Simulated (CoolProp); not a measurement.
C3F8 (R218) along the isobar 13.2 bar: Z from the reference equation and from simpler models built on Tc = 345.0 K, pc = 26.40 bar, ω = 0.317; each cubic takes its own stable root.

Model: reference Helmholtz-energy equation of state, Lemmon 2006, in CoolProp. It is a short technical equation, of lower accuracy than the large ones.

| T (K) | phase | reference |
|---|---|---|
| 178.8 | liquid | 0.09152 |
| 205.3 | liquid | 0.08397 |
| 231.9 | liquid | 0.07875 |
| 258.5 | liquid | 0.07557 |
| 285.1 | liquid | 0.07456 |
| 311.7 | liquid | 0.07733 |
| 338.3 | gas | 0.7854 |
| 364.9 | gas | 0.8481 |
| 391.5 | gas | 0.8875 |
| 418.1 | gas | 0.9148 |

Problem. How far does each simpler model (van der Waals, Redlich-Kwong, Peng-Robinson) lie from the reference over these 10 states: mean and median of the absolute difference, and the worst?

Solution. 
- van der Waals: mean 119.2 %, median 59.7 %, worst +882.9 % at 311.7 K and 13.2 bar
- Redlich-Kwong: mean 87.5 %, median 9.2 %, worst +815.9 % at 311.7 K and 13.2 bar
- Peng-Robinson: mean 3.8 %, median 3.4 %, worst -6.9 % at 231.9 K and 13.2 bar

At some of these states van der Waals, Redlich-Kwong gives the other phase, because its saturation line lies elsewhere.
